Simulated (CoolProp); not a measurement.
A single-stage vapour-compression cycle with vinyl chloride: evaporating at 318.15 K (dew point), condensing at 362.15 K (bubble point), superheat 10 K, subcooling 2 K, compressor efficiency 0.6, no pressure losses. Each further row changes one setting.

The numbers come from the reference Helmholtz-energy equation of state, Thol 2022 in CoolProp.

| case | cooling COP | pressure ratio | discharge temperature (K) | refrigerating effect (kJ/kg) | volumetric capacity (kJ/m³) |
|---|---|---|---|---|---|
| as stated | 3.57 | 2.71 | 408.1 | 244 | 4270 |
| evaporating temperature 323.15 K | 4.16 | 2.39 | 403.3 | 247 | 4890 |
| condensing temperature 357.15 K | 4.13 | 2.45 | 399.9 | 252 | 4420 |
| subcooling 7 K | 3.70 | 2.71 | 408.1 | 252 | 4420 |
| superheat 20 K | 3.57 | 2.71 | 419.1 | 254 | 4270 |
| compressor efficiency 0.5 | 2.98 | 2.71 | 419.4 | 244 | 4270 |
